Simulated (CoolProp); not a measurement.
Vapour pressure (MPa) of C3F8 (R218): the reference equation beside estimates from Tc = 345.0 K, pc = 2.640 MPa, ω = 0.317. Clausius-Clapeyron is anchored at 202.5 K with a constant enthalpy of vaporisation of 21.92 kJ/mol.

Model: reference Helmholtz-energy equation of state, Lemmon 2006, in CoolProp. It is a short technical equation, of lower accuracy than the large ones.

| T (K) | reference | Lee-Kesler | Clausius-Clapeyron | van der Waals | Redlich-Kwong | Soave-Redlich-Kwong |
|---|---|---|---|---|---|---|
| 168.4 | 0.0009927 | 0.0009527 | 0.001150 | 0.06220 | 0.004241 | 0.0009833 |
| 185.4 | 0.004635 | 0.004482 | 0.004833 | 0.1177 | 0.01535 | 0.004580 |
| 202.5 | 0.01606 | 0.01571 | 0.01606 | 0.2017 | 0.04273 | 0.01590 |
| 219.5 | 0.04406 | 0.04360 | 0.04403 | 0.3190 | 0.09748 | 0.04377 |
| 236.5 | 0.1020 | 0.1018 | 0.1044 | 0.4751 | 0.1929 | 0.1017 |
| 253.5 | 0.2071 | 0.2078 | 0.2205 | 0.6746 | 0.3430 | 0.2077 |
| 270.5 | 0.3800 | 0.3820 | 0.4239 | 0.9213 | 0.5615 | 0.3832 |
| 287.5 | 0.6440 | 0.6475 | 0.7543 | 1.219 | 0.8617 | 0.6529 |

Absolute difference from the reference over all 8 rows, mean and median: Lee-Kesler 1.5 and 0.8 %, Clausius-Clapeyron 7.2 and 5.4 %, van der Waals 1401.0 and 494.9 %, Redlich-Kwong 135.3 and 105.2 %, Soave-Redlich-Kwong 0.8 and 0.9 %.
